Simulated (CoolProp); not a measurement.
Vapour-liquid equilibrium of toluene (1) + ethylbenzene (2) at 390.8 K; x and y are mole fractions of (1).

Model: multi-fluid Helmholtz-energy mixture model, Lemmon 2006 and Zhou 2012; pair parameters Bell 2016, in CoolProp.

Problem. Give the bubble pressure and the first vapour's composition at x = 0.275, 0.65, 0.725. Is there an azeotrope?

Solution. x = 0.275: 0.07682 MPa, y = 0.426; x = 0.65: 0.09965 MPa, y = 0.785; x = 0.725: 0.1045 MPa, y = 0.840. No azeotrope shows between x = 0.05 and 0.95.

Pair parameters are fitted to limited data, so mixtures are less certain than the pure fluids.
